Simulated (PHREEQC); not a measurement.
Solution (25 °C): 180 mmol/kgw HF, 65 mmol/kgw NH4HF2 and 13 mmol/kgw H3PO4. Closed to the air; pH follows from the charge balance.

Model: ion-association model, phreeqc.dat, run in PHREEQC.

No solid was allowed to form.

Estimate the pH, ionic strength.

pH 2.27; ionic strength 0.0715 mol/kgw.

In which forms is F present?

HF 70 %, HF2- 19 %, F- 11 % of the F.

Species that the database lacks are ignored.
